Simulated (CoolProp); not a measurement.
Vapour-liquid equilibrium of diethyl ether (1) + methanol (2) at 0.682 MPa; x and y are mole fractions of (1).

The numbers come from the multi-fluid Helmholtz-energy mixture model, Thol 2014 and de Reuck 1993; pair parameters Bell 2016 in CoolProp.

| x | bubble temperature (°C) | y at the bubble point | dew temperature at overall composition x (°C) | liquid density (mol/L) |
|---|---|---|---|---|
| 0.05 | 118.4 | 0.132 | 120.8 | 20.07 |
| 0.15 | 112.4 | 0.320 | 117.8 | 17.81 |
| 0.25 | 108.3 | 0.441 | 114.7 | 15.91 |
| 0.35 | 105.4 | 0.526 | 111.4 | 14.30 |
| 0.45 | (withheld) | 0.591 | 108.0 | 12.93 |
| 0.55 | 102.0 | 0.649 | 104.7 | (withheld) |
| 0.65 | 101.0 | (withheld) | 102.0 | 10.76 |
| 0.75 | 100.5 | 0.768 | 100.6 | 9.894 |
| 0.85 | 100.4 | 0.843 | 100.4 | 9.144 |
| 0.95 | 101.1 | 0.939 | 101.2 | 8.485 |

Problem. Fill in the missing entries.

Solution. 
- 0.45, bubble temperature (°C): 103.5
- 0.55, liquid density (mol/L): 11.76
- 0.65, y at the bubble point: 0.706

y crosses x between x = 0.75 and 0.85: the model has an azeotrope there.

The pair parameters rest on a limited set of measurements; away from them the model extrapolates.
